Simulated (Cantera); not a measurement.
## Adiabatic ignition

An adiabatic, constant-volume homogeneous reactor starts with CH4 : CO : O2 : N2 = 1 : 0.46 : 3.78 : 14.2 (molar parts), equivalence ratio 0.59, at 1175 K and 760 Torr.

Computed with Cantera and GRI-Mech 3.0 (53 species, 325 reactions).

```
t (s)     T (K)  P (bar)   x CH4     x CO    x O2   x CH2CO     x CH2     x CO2     x H2O
--------  -----  -------  ------  -------  ------  --------  --------  --------  --------
4.00e-6    1175     1.01  0.0514   0.0237   0.194    <1e-12    <1e-12  6.33e-10  2.59e-10
1.18e-5    1175     1.01  0.0514   0.0237   0.194    <1e-12    <1e-12   1.93e-9   1.44e-9
3.48e-5    1175     1.01  0.0514   0.0237   0.194    <1e-12    <1e-12   5.93e-9   5.52e-9
0.000103   1175     1.01  0.0514   0.0237   0.194    <1e-12    <1e-12   1.92e-8   2.09e-8
0.000303   1175     1.01  0.0514   0.0237   0.194    <1e-12    <1e-12   6.92e-8   9.75e-8
0.000894   1175     1.01  0.0514   0.0237   0.194  7.71e-12    <1e-12   2.87e-7   6.33e-7
0.00264    1175     1.01  0.0514   0.0237   0.194  9.52e-11    <1e-12   1.32e-6   5.63e-6
0.00779    1175     1.01  0.0514   0.0237   0.194   1.03e-9    <1e-12   6.90e-6   4.47e-5
0.0230     1178     1.02  0.0511   0.0237   0.194   2.00e-8  2.69e-12   4.47e-5  0.000292
0.0678     2541     2.19  <1e-12  0.00772  0.0739    <1e-12    <1e-12    0.0676    0.0958
0.200      2540     2.19  <1e-12  0.00769  0.0736    <1e-12    <1e-12    0.0676    0.0959
```
x: mole fraction; the columns are a selection and need not sum to one.

```json
{
 "time_of_steepest_temperature_rise": "52.3 ms",
 "temperature at 0.200 s": "2540 K",
 "equilibrium_temperature": "2540 K",
 "x(CH4) at 0.200 s": "<1e-12 (gas-phase equilibrium <1e-12)",
 "x(CO) at 0.200 s": "0.00769 (gas-phase equilibrium 0.00769)",
 "x(O2) at 0.200 s": "0.0736 (gas-phase equilibrium 0.0736)"
}
```
